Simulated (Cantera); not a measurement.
Feed: 1 mol Fe, 0.038 mol O2, 4.9 mol CO, 0.14 mol NH3, held at 1873 K.

Method: chemical equilibrium by Gibbs-energy minimisation in Cantera with the NASA 1993 tables (ideal gas, pure condensed phases). Candidate condensed phases: C, C6H6, C7H8, C8H18, Fe, Fe(CO)5, FeO, Fe(OH)2, Fe(OH)3, Fe2O3, Fe3O4, H2O; 140 gas species. Equilibrium is a limit: real reactors are often held back by kinetics, nucleation or transport.

### Question
At 10.0 Pa, list the 5 most abundant gas species with their mole fractions, and the condensed phases.

### Answer
CO 0.778, Fe 0.161, H2 0.0270, N2 0.0113, H 0.0106. Condensed: gas only.
